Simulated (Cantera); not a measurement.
Cantera run, input and output.

```python
import numpy as np
import cantera as ct

gas = ct.Solution("gri30.yaml", transport_model="multicomponent")
show = ['O', 'CO2', 'C2H2']

rows = []
print(f"{'T/K':>7s}{'rho':>11s}{'cp':>10s}{'mu':>11s}{'lambda':>11s}{'Pr':>7s}" + "".join(f"{'D_' + s:>11s}" for s in show))
for T in [400, 650, 900, 1150, 1400, 1650, 1900]:
    gas.TPX = T, 1333, {'NO': 0.35, 'H2O': 0.23}
    Pr = gas.cp_mass * gas.viscosity / gas.thermal_conductivity
    D = [gas.mix_diff_coeffs_mole[gas.species_index(s)] for s in show]
    rows.append([gas.density, gas.cp_mass, gas.viscosity, gas.thermal_conductivity, Pr, *D])
    print(f"{T:7g}{gas.density:11.4e}{gas.cp_mass:10.1f}{gas.viscosity:11.4e}"
          f"{gas.thermal_conductivity:11.4e}{Pr:7.3f}" + "".join(f"{d:11.4e}" for d in D))
print("SI units: kg/m3, J/kg/K, Pa s, W/m/K, m2/s")
```

Result:

```
    T/K        rho        cp         mu     lambda     Pr        D_O      D_CO2     D_C2H2
    400 1.0121e-02    1254.2 1.9605e-05 3.6209e-02  0.679 4.3253e-03 2.0554e-03 2.1726e-03
    650 6.2282e-03    1335.6 2.9170e-05 5.8399e-02  0.667 1.0040e-02 4.9853e-03 5.2194e-03
    900 4.4981e-03    1426.7 3.7668e-05 8.0711e-02  0.666 1.7440e-02 8.8421e-03 9.2094e-03
   1150 3.5203e-03    1506.1 4.5409e-05 1.0265e-01  0.666 2.6324e-02 1.3498e-02 1.4017e-02
   1400 2.8916e-03    1572.7 5.2576e-05 1.2398e-01  0.667 3.6565e-02 1.8876e-02 1.9564e-02
   1650 2.4535e-03    1628.5 5.9285e-05 1.4463e-01  0.668 4.8071e-02 2.4921e-02 2.5797e-02
   1900 2.1307e-03    1674.5 6.5614e-05 1.6449e-01  0.668 6.0773e-02 3.1594e-02 3.2676e-02
SI units: kg/m3, J/kg/K, Pa s, W/m/K, m2/s
```

Detailed kinetics in Cantera: GRI-Mech 3.0 (53 species, 325 reactions). Polar gases are described roughly by these parameters. The composition is frozen, though it would react at the higher temperatures.
